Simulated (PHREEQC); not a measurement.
Solution (85 °C): 0.015 mol NiSO4 and 0.0031 mol CdSO4 per kg of water. Closed to the air; pH follows from the charge balance.

Equilibrium calculation in PHREEQC: ion-association model, wateq4f.dat.

Task: The ionic strength comes out as 0.0441 mol/kgw. What activity coefficients do Cd(SO4)2-2, H+, Cd+2, HSO4-, NiOH+ get?

Result: Cd(SO4)2-2 0.43, H+ 0.84, Cd+2 0.43, HSO4- 0.81, NiOH+ 0.81.

No solid was allowed to form. Away from 25 °C the constants follow the database's enthalpies or fits; those with neither stay at their 25 °C values.
